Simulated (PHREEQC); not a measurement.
Consider water at 25 °C with 110 mmol/kgw Na2S, 50 mmol/kgw HCl, 0.18 mmol/kgw ZnCl2 and 9.4 mmol/kgw NaCl. Closed to the air; pH follows from the charge balance.

Model: ion-association model, phreeqc.dat, run in PHREEQC.

No solid was allowed to form.

Question: What pH, density does the model give?

Answer: pH 12.21; density 1.006 g/cm³.

Question: In which forms is Zn present?

Answer: Zn(HS)3- 51 %, Zn(HS)2 49 % of the Zn.

Examples of supersaturated solids here: Sphalerite (slow to form). Others may be too. With this much S-2 the pH rests on the database's HS-/S-2 constant; if that pK is higher, the solution is more alkaline. The database's pK near 12.9 for HS-/S-2 is now thought far too low, so its S-2 is overstated.
